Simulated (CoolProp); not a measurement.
Toluene along the isotherm 620 K: fugacity coefficient from the reference equation and from simpler models built on Tc = 591.7 K, pc = 4126 kPa, ω = 0.266; each cubic takes its own stable root.

The numbers come from the reference Helmholtz-energy equation of state, Lemmon 2006 in CoolProp. It is a short technical equation, of lower accuracy than the large ones.

```
p (kPa)          phase  reference  van der Waals  Redlich-Kwong  Soave-Redlich-Kwong  Peng-Robinson
-------  -------------  ---------  -------------  -------------  -------------------  -------------
938                gas     0.9296         0.9401         0.9333               0.9349         0.9272
1880               gas     0.8611         0.8803         0.8679               0.8711         0.8571
2810               gas     0.7952         0.8211         0.8046               0.8095         0.7905
3750               gas     0.7299         0.7601         0.7410               0.7479         0.7252
4690     supercritical     0.6651         0.6948         0.6763               0.6859         0.6608
5630     supercritical     0.5988         0.6230         0.6086               0.6225         0.5967
6560     supercritical     0.5383         0.5662         0.5508               0.5659         0.5402
7500     supercritical     0.4900         0.5223         0.5051               0.5202         0.4945
8440     supercritical     0.4520         0.4883         0.4689               0.4838         0.4581
9380     supercritical     0.4215         0.4613         0.4399               0.4543         0.4286
10300    supercritical     0.3970         0.4401         0.4165               0.4307         0.4048
```
